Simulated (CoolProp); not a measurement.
A Linde-Hampson liquefier for methane: isothermal reversible compression at 280 K from 1 atm to 10 MPa, throttling to 1 atm, return gas leaving the recuperator 5 K below the feed. Each further row changes one setting.

The numbers come from the reference Helmholtz-energy equation of state, Setzmann 1991 in CoolProp.

```json
[
 {"case": "as stated", "liquid yield per pass": "(withheld)", "compression work (kJ/kg of gas)": "636"},
 {"case": "high pressure 20 MPa", "liquid yield per pass": "(withheld)", "compression work (kJ/kg of gas)": "(withheld)"},
 {"case": "warm-end temperature 310 K", "liquid yield per pass": "(withheld)", "compression work (kJ/kg of gas)": "(withheld)"},
 {"case": "warm-end gap 10 K", "liquid yield per pass": "(withheld)", "compression work (kJ/kg of gas)": "636"}
]
```

Task: Fill in the missing entries.

Result: 
- as stated, liquid yield per pass: 0.123
- high pressure 20 MPa, liquid yield per pass: 0.229
- high pressure 20 MPa, compression work (kJ/kg of gas): 714
- warm-end temperature 310 K, liquid yield per pass: 0.087
- warm-end temperature 310 K, compression work (kJ/kg of gas): 716
- warm-end gap 10 K, liquid yield per pass: 0.112
